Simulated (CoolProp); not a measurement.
Isobutane along the isobar 0.174 MPa: Z from the reference equation and from simpler models built on Tc = 134.7 °C, pc = 3.629 MPa, ω = 0.184; each cubic takes its own stable root.

Model: reference Helmholtz-energy equation of state, Bücker 2006, in CoolProp.

```csv
T (°C),phase,reference,van der Waals,Redlich-Kwong,Soave-Redlich-Kwong,Peng-Robinson
-16.55,liquid,0.007911,0.9567,0.008602,0.008422,0.007454
-6.15,liquid,0.007752,0.9605,0.9446,0.008266,0.007309
4.25,gas,0.9404,0.9639,0.9503,0.9467,0.9443
14.65,gas,0.9476,0.9669,0.9552,0.9521,0.9498
25.05,gas,0.9536,0.9695,0.9595,0.9569,0.9545
35.45,gas,0.9587,0.9719,0.9633,0.9610,0.9587
45.85,gas,0.9631,0.9740,0.9666,0.9646,0.9624
56.25,gas,0.9668,0.9759,0.9695,0.9679,0.9657
66.65,gas,0.9701,0.9776,0.9721,0.9707,0.9686
77.15,gas,0.9729,0.9792,0.9744,0.9733,0.9712
87.55,gas,0.9754,0.9806,0.9764,0.9756,0.9736
97.95,gas,0.9776,0.9819,0.9783,0.9777,0.9757
108.35,gas,0.9796,0.9830,0.9800,0.9795,0.9776
118.75,gas,0.9813,0.9841,0.9815,0.9812,0.9793
129.15,gas,0.9828,0.9851,0.9828,0.9827,0.9809
139.55,gas,0.9842,0.9860,0.9841,0.9841,0.9823
```

At some of these states van der Waals, Redlich-Kwong gives the other phase, because its saturation line lies elsewhere.
